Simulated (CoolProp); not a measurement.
Vapour-liquid equilibrium of isobutane (1) + acetone (2) at 101.05 °C; x and y are mole fractions of (1).

Model: multi-fluid Helmholtz-energy mixture model, Bücker 2006 and Lemmon 2006; pair parameters Bell 2016, in CoolProp.

| x | bubble pressure, mixture model (kPa) | bubble pressure, Raoult's law (kPa) | y, mixture model | y, Raoult's law |
|---|---|---|---|---|
| 0.05 | 588.9 | 464.6 | 0.348 | 0.218 |
| 0.125 | 855.5 | 587.8 | 0.555 | 0.431 |
| 0.2 | 1070 | 711.1 | 0.650 | 0.570 |
| 0.275 | 1239 | 834.3 | 0.704 | 0.668 |
| 0.35 | 1370 | 957.6 | 0.739 | 0.740 |
| 0.425 | 1475 | 1081 | 0.765 | 0.797 |
| 0.5 | 1561 | 1204 | 0.786 | 0.841 |
| 0.575 | 1638 | 1327 | 0.806 | 0.878 |
| 0.65 | 1711 | 1450 | 0.827 | 0.908 |
| 0.725 | 1783 | 1574 | 0.851 | 0.933 |
| 0.8 | 1855 | 1697 | 0.879 | 0.955 |
| 0.875 | 1926 | 1820 | 0.916 | 0.974 |
| 0.95 | 1990 | 1943 | 0.962 | 0.990 |

The largest gap from Raoult's law is +50.5 % in bubble pressure, at x = 0.2. No azeotrope shows between x = 0.05 and 0.95.

The pair parameters rest on a limited set of measurements; away from them the model extrapolates. With so large a gap from Raoult's law the liquid may split in two, which this calculation doesn't test in full.
